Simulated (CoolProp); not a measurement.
A single-stage vapour-compression cycle with carbon dioxide: evaporating at 238.15 K (dew point), condensing at 295.15 K (bubble point), superheat 0 K, subcooling 8 K, compressor efficiency 0.75, no pressure losses. Each further row changes one setting.

The numbers come from the reference Helmholtz-energy equation of state, Span 1996 in CoolProp.

| case | cooling COP | pressure ratio | discharge temperature (K) | refrigerating effect (kJ/kg) | volumetric capacity (kJ/m³) |
|---|---|---|---|---|---|
| as stated | … | 4.99 | 373.6 | 202 | 6310 |
| evaporating temperature 243.15 K | 2.35 | 4.20 | … | 203 | … |
| condensing temperature 290.15 K | 2.38 | … | 362.3 | 215 | 6710 |
| subcooling 13 K | 2.19 | 4.99 | 373.6 | … | … |
| superheat 10 K | 2.01 | 4.99 | 388.3 | 213 | … |
| compressor efficiency 0.65 | … | 4.99 | 386.6 | 202 | 6310 |

Task: What belongs in the gaps?

Result: 
- as stated, cooling COP: 2.04
- evaporating temperature 243.15 K, discharge temperature (K): 363.7
- evaporating temperature 243.15 K, volumetric capacity (kJ/m³): 7520
- condensing temperature 290.15 K, pressure ratio: 4.44
- subcooling 13 K, refrigerating effect (kJ/kg): 216
- subcooling 13 K, volumetric capacity (kJ/m³): 6750
- superheat 10 K, volumetric capacity (kJ/m³): 6210
- compressor efficiency 0.65, cooling COP: 1.77
